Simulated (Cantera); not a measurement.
Standard-state values (1 bar) from the NASA 1993 polynomials, evaluated with Cantera. Values are per mole of reaction as written; species without (g) are pure solids or liquids, kept so even where they would boil at 1 bar.

2 PbO(g) + C ⇌ CO2(g) + 2 Pb(g), with ΔH° = -143.7 kJ and ΔS° = 78.8 J/K at 300 K.

### Question
How far is the shortcut ΔG° ≈ ΔH°(300 K) − T·ΔS°(300 K) from the full temperature-dependent value at 1173, 1323, 1473, 1623, 1773, 1923 K?

### Answer
```json
[
 {"T (K)": "1173", "shortcut (kJ)": "-236.1", "full (kJ)": "-237.5", "difference (kJ)": "1.4", "difference in log10 K": "-0.06"},
 {"T (K)": "1323", "shortcut (kJ)": "-247.9", "full (kJ)": "-249.5", "difference (kJ)": "1.7", "difference in log10 K": "-0.07"},
 {"T (K)": "1473", "shortcut (kJ)": "-259.7", "full (kJ)": "-261.6", "difference (kJ)": "2.0", "difference in log10 K": "-0.07"},
 {"T (K)": "1623", "shortcut (kJ)": "-271.5", "full (kJ)": "-273.8", "difference (kJ)": "2.3", "difference in log10 K": "-0.07"},
 {"T (K)": "1773", "shortcut (kJ)": "-283.3", "full (kJ)": "-286.0", "difference (kJ)": "2.7", "difference in log10 K": "-0.08"},
 {"T (K)": "1923", "shortcut (kJ)": "-295.1", "full (kJ)": "-298.3", "difference (kJ)": "3.1", "difference in log10 K": "-0.08"}
]
```
The shortcut ignores the heat-capacity change of the reaction.
